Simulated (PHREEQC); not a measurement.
# Polishing slurry liquid: an equilibrium model

Make-up at 45 °C: 27 mmol/kgw TMAH, 0.045 mmol/kgw H4SiO4 and 0.5 mmol/kgw CO2. Closed to the air; pH follows from the charge balance.

Model: ion-association model, phreeqc.dat, run in PHREEQC.

Each row changes one thing in this solution. No solid was allowed to form.

```tsv
case	pH	ionic strength (mol/kgw)	H3SiO4- (mol/kgw)	H2SiO4-2 (mol/kgw)	H4SiO4 (mol/kgw)	SI of Quartz (SiO2)
as made	11.73	0.0275	3.78e-5	7.02e-6	2.15e-7	-2.96
CO2 from 0.0005 to 0.005 mol/kgw	…	0.0319	3.97e-5	4.93e-6	3.43e-7	-2.76
CO2 from 0.0005 to 0.0001 mol/kgw	11.75	0.0271	3.76e-5	7.19e-6	2.07e-7	-2.98
diluted 10-fold with water	…	0.00274	4.20e-6	6.56e-8	2.39e-7	-2.92
diluted 2-fold with water	…	0.0137	2.05e-5	1.78e-6	2.33e-7	-2.93
H4SiO4 from 4.5e-05 to 6.75e-05 mol/kgw	11.73	0.0275	5.67e-5	1.05e-5	3.22e-7	-2.78
CO2 from 0.0005 to 0.0025 mol/kgw	…	0.0295	3.86e-5	6.12e-6	2.59e-7	-2.88
CO2 left out	11.75	0.0270	3.76e-5	7.23e-6	2.06e-7	-2.98
TMAH from 0.027 to 0.0297 mol/kgw	…	0.0302	3.71e-5	7.69e-6	1.91e-7	-3.01
```

Question: What belongs in the gaps?

Answer: 
- CO2 from 0.0005 to 0.005 mol/kgw, pH: 11.55
- diluted 10-fold with water, pH: 10.78
- diluted 2-fold with water, pH: 11.45
- CO2 from 0.0005 to 0.0025 mol/kgw, pH: 11.66
- TMAH from 0.027 to 0.0297 mol/kgw, pH: 11.78

Complexes and solids missing from the database can't appear. (CH3)4N+ isn't in the database: it is added as a free cation with an ion size of 4 Å. At this temperature some constants are extrapolated from 25 °C, and those without enthalpy data are left unchanged.
